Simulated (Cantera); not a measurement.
Boron, boron nitride and boron oxide: B2H6 + NH3

A closed system holds: 1 mol B2H6, 0.11 mol NH3, equilibrated at 10.0 Torr.

Equilibrium computed with Cantera from the NASA thermochemical tables; the gas is ideal and each condensed phase is pure. Candidate condensed phases: B, BN; 15 gas species. The feed counts by its element totals alone. Mutual solubility and eutectic melting of coexisting phases are not modelled. The tables' values for BH2 are old estimates; treat these amounts as uncertain. Rates play no part.

```csv
T (°C),x H2,x H,x N2,x B,x BH2,x BH,x BN,x BH3,n B(s),n BN(s),n B(l)
800,1.00,1.21e-7,<1e-12,<1e-12,1.98e-8,<1e-12,<1e-12,3.80e-8,1.89,0.110,0
950,1.000,2.60e-6,4.63e-11,<1e-12,2.90e-7,<1e-12,<1e-12,1.36e-7,1.89,0.110,0
1100,1.000,2.88e-5,1.00e-8,2.32e-12,2.35e-6,1.74e-11,<1e-12,3.63e-7,1.89,0.110,0
1250,1.000,0.000200,7.48e-7,2.85e-10,1.25e-5,7.50e-10,<1e-12,7.90e-7,1.89,0.110,0
1400,0.999,0.000986,2.55e-5,1.47e-8,4.90e-5,1.63e-8,2.61e-11,1.48e-6,1.89,0.110,0
1550,0.996,0.00374,0.000485,3.93e-7,0.000152,2.12e-7,1.82e-9,2.48e-6,1.89,0.107,0
1700,0.982,0.0116,0.00587,6.34e-6,0.000393,1.84e-6,6.60e-8,3.75e-6,1.93,0.0724,0
1850,0.952,0.0303,0.0168,6.87e-5,0.000866,1.16e-5,8.32e-7,5.18e-6,2.00,0,0
2000,0.912,0.0695,0.0165,0.000540,0.00169,5.64e-5,4.68e-6,6.67e-6,1.99,0,0
2150,0.838,0.141,0.0158,0.00303,0.00266,0.000203,1.93e-5,7.16e-6,0,0,1.98
```
x: gas mole fraction; n: condensed amount in mol.

From 800 °C to 1700 °C the condensed part is B(s) + BN(s). From 1850 °C to 2000 °C the condensed part is B(s). At 2150 °C the condensed part is B(l). The main B-bearing gas is BH3 at 800 °C and B at 2150 °C.
